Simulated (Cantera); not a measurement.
Input (Python, Cantera):

```python
import numpy as np
import cantera as ct

surf = ct.Interface("diamond.yaml", "diamond_100")
gas, bulk = surf.adjacent["gas"], surf.adjacent["diamond"]
k = surf.kinetics_species_index(bulk.species_names[0])
cover = ["c6HH", "c6H*", "c6*H", "c6**", "c6HM", "c6B"]

rows, drift = [], 0.0
print(f"{'P':>10s}{'um/h':>11s}" + "".join(f"{s:>11s}" for s in cover))
for v in [330, 590, 1100, 1900, 3500, 6300, 11000, 21000]:
    T, P, xH, xCH3 = 1375, v, 0.00024, 0.00034
    gas.TPX = T, P, {"H": xH, "CH3": xCH3, "CH4": 0.0039, "H2": 1 - xH - xCH3 - 0.0039}
    surf.TP = bulk.TP = T, P
    surf.coverages = "c6H*:0.1, c6HH:0.9"
    surf.advance_coverages(100.0)
    before = surf.coverages
    surf.advance_coverages(100.0)
    drift = max(drift, np.max(np.abs(surf.coverages - before) / (surf.coverages + 1e-9)))
    rate = surf.net_production_rates[k] * bulk.mean_molecular_weight / bulk.density * 3.6e9
    rows.append([rate, *surf[cover].coverages])
    print(f"{v:10.4g}{rate:11.4e}" + "".join(f"{x:11.3e}" for x in rows[-1][1:]))
```

It prints:

```
         P       um/h       c6HH       c6H*       c6*H       c6**       c6HM        c6B
       330 8.5319e-04  5.510e-01  4.177e-02  3.966e-01  1.051e-02  6.079e-06  2.315e-12
       590 2.6351e-03  5.558e-01  4.132e-02  3.924e-01  1.031e-02  1.078e-05  7.150e-12
      1100 8.7887e-03  5.587e-01  4.105e-02  3.898e-01  1.017e-02  2.006e-05  2.385e-11
      1900 2.4920e-02  5.600e-01  4.091e-02  3.885e-01  1.008e-02  3.476e-05  6.762e-11
      3500 7.7453e-02  5.607e-01  4.081e-02  3.875e-01  9.987e-03  6.462e-05  2.102e-10
      6300 2.1987e-01  5.610e-01  4.075e-02  3.869e-01  9.888e-03  1.180e-04  5.966e-10
   1.1e+04 5.5819e-01  5.609e-01  4.070e-02  3.864e-01  9.782e-03  2.095e-04  1.515e-09
   2.1e+04 1.5218e+00  5.606e-01  4.064e-02  3.858e-01  9.652e-03  4.080e-04  4.129e-09
```

Cantera simulation using the Harris–Goodwin 1993 mechanism for the reconstructed diamond (100) surface; the numbers are that mechanism's predictions, not measurements.
